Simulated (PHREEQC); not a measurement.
A column of 0.5 m (40 cells, dispersivity 0.04 m, 300 s a shift, diffusion coefficient 3e-10 m²/s) holds 0.0066 eq of the database's cation exchanger X per kg of pore water, first in equilibrium with 2 mmol/kgw SrCl2, 0.47 mmol/kgw NaCl and 0.01 mmol/kgw HCl. It is flushed with 0.0044 mol LiCl, 0.00073 mol NaCl and 1e-05 mol HCl per kg of water, at 40 °C. Values are for the last cell. The system is closed to CO2. No solid was allowed to form.

The series has 34 steps of pore volumes, from 0 to 4.963.

Equilibrium calculation in PHREEQC: ion-association model, phreeqc.dat.

**Question.** After how many pore volumes does Li at the outlet first reach half of its feed value?

**Answer.** By 1.1 pore volumes.

Complexes and solids missing from the database can't appear. Constants without temperature data keep their 25 °C values here.
